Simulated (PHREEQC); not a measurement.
## Alkaline etch or developer: an equilibrium model

Dissolve 0.26 mol/kgw NaOH and 0.015 mol/kgw H3BO3 at 25 °C. Closed to the air; pH follows from the charge balance.

Equilibrium calculation in PHREEQC: ion-association model, phreeqc.dat.

Precipitation was switched off in this run.

Question: Predict the pH.

Answer: pH 13.22.
